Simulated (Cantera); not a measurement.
A closed system holds: 1 mol Ti, 2.1 mol CO, equilibrated at 1598 K and 101000 Pa.

These are equilibrium values from Cantera (NASA tables, ideal gas, pure condensed phases), not measurements of a reactor. Candidate condensed phases: C, Ti, TiC, TiO, TiO₂, Ti₂O₃, Ti₃O₅, Ti₄O₇; 15 gas species. The numbers say what is thermodynamically allowed, not how fast it happens.

Base state: CO 1.000, CO₂ 0.000299 (mole fractions); condensed: C(graphite) + Ti₃O₅(s).

Question: What changes in the equilibrium state with this change: temperature from 1598 K to 1123.15 K?

Answer: 
| species | before | after |
|---|---|---|
| CO | 1.000 | 0.945 |
| CO₂ | 0.000299 | 0.0546 |
| C(graphite), mol | 1.67 | 2.01 |
| Ti₃O₅(s), mol | 0.333 | 0 |
| TiO₂(rutile), mol | 0 | 1.00 |

Question: What changes in the equilibrium state with this change: temperature from 1598 K to 1850 K?

Answer: 
```
species             before     after
----------------  --------  --------
CO                   1.000     1.000
CO₂               0.000299  0.000253
C(graphite), mol      1.67         0
Ti₃O₅(s), mol        0.333         0
TiC(s), mol              0     0.600
Ti₂O₃(s), mol            0     0.200
```
Mutual solubility and eutectic melting of coexisting phases are not modelled. TiC: taken at fixed stoichiometry.
